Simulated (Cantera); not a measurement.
## Carbothermic reduction: CuO + CO

Charge: 1 mol CuO, a varied amount of CO, held at 99.0 Pa.

Method: chemical equilibrium by Gibbs-energy minimisation in Cantera with the NASA 1993 tables (ideal gas, pure condensed phases). Candidate condensed phases: C, Cu, CuO, Cu2O; 15 gas species. Each liquid is taken as pure. Mutual solubility and eutectic melting of coexisting phases are not modelled. Kinetics and transport are ignored.

Stable condensed phases:

```
T in K \ n(CO) in mol
         0.65 0.93  1.3  1.9  2.8    4  5.8  8.4   12
   2075     A    A    A    A    A    A    A    A    A
   2025     A    A    A    A    A    A    A    A    A
   1975     A    A    A    A    A    A    A    A    A
   1925     A    A    A    A    A    A    A    A    A
   1875     A    A    A    A    A    A    A    A    A
   1825     A    A    A    A    A    A    A    A    A
   1775     B    B    B    A    A    A    A    A    A
   1725     B    B    B    B    B    A    A    A    A
   1675     B    B    B    B    B    B    B    A    A
   1625     B    B    B    B    B    B    B    B    B
   1575     B    B    B    B    B    B    B    B    B
   1525     C    B    B    B    B    B    B    B    B
```

A: gas only; B: Cu; C: Cu + Cu2O.
